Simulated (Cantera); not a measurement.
## Abatement and gas-phase synthesis: SO2 + H2O

Input: 1 mol SO2, 3.5 mol H2O, at 0.200 bar.

Cantera equilibrium calculation (NASA polynomials, part measured and part estimated; ideal gas, pure solids and liquids). Candidate condensed phases: H2O, H2SO4, S; 19 gas species. Equilibrium is a limit: real reactors are often held back by kinetics, nucleation or transport.

```
T (°C)  x H2O  x SO2     x H2     x OH     x O2       x H      x SO       x O
------  -----  -----  -------  -------  -------  --------  --------  --------
1600    0.771  0.221  0.00406  0.00136  0.00193   9.20e-5  0.000489   2.32e-5
1675    0.767  0.220  0.00612  0.00224  0.00292  0.000198  0.000835   5.37e-5
1750    0.762  0.219  0.00892  0.00357  0.00428  0.000401   0.00137  0.000117
1825    0.755  0.218   0.0126  0.00548  0.00610  0.000773   0.00216  0.000239
1900    0.745  0.216   0.0174  0.00815  0.00846   0.00142   0.00330  0.000467
1975    0.732  0.213   0.0234   0.0118   0.0114   0.00251   0.00488  0.000872
2050    0.716  0.209   0.0307   0.0165   0.0151   0.00427   0.00701   0.00156
2125    0.695  0.204   0.0394   0.0226   0.0196   0.00700   0.00980   0.00269
2200    0.669  0.197   0.0495   0.0301   0.0248    0.0111    0.0133   0.00446
2275    0.638  0.189   0.0608   0.0391   0.0307    0.0170    0.0177   0.00717
2350    0.600  0.179   0.0730   0.0496   0.0373    0.0254    0.0228    0.0112
2425    0.557  0.167   0.0856   0.0613   0.0443    0.0369    0.0287    0.0169
```
x: gas mole fraction; nothing condenses.

From 1600 °C to 2425 °C nothing is condensed.
